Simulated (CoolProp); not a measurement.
Sulfur dioxide along the isotherm 525 K: Z from the reference equation and from simpler models built on Tc = 430.6 K, pc = 7.887 MPa, ω = 0.256; each cubic takes its own stable root.

Values from CoolProp's reference Helmholtz-energy equation of state, Gao 2016.

```tsv
p (MPa)	phase	reference
2.33	gas	0.9488
4.67	gas	0.8953
7	gas	0.8403
9.33	supercritical	0.7845
11.7	supercritical	0.7282
14	supercritical	0.6765
16.3	supercritical	0.6316
18.7	supercritical	0.5974
21	supercritical	0.5798
23.3	supercritical	0.5757
25.7	supercritical	0.5816
28	supercritical	0.5938
30.3	supercritical	0.6100
32.7	supercritical	0.6298
35	supercritical	0.6505
```

How far does each simpler model (van der Waals, Redlich-Kwong) lie from the reference over these 15 states: mean and median of the absolute difference, and the worst?


- van der Waals: mean 8.9 %, median 9.0 %, worst +20.2 % at 525 K and 35 MPa
- Redlich-Kwong: mean 3.5 %, median 4.1 %, worst +6.2 % at 525 K and 35 MPa
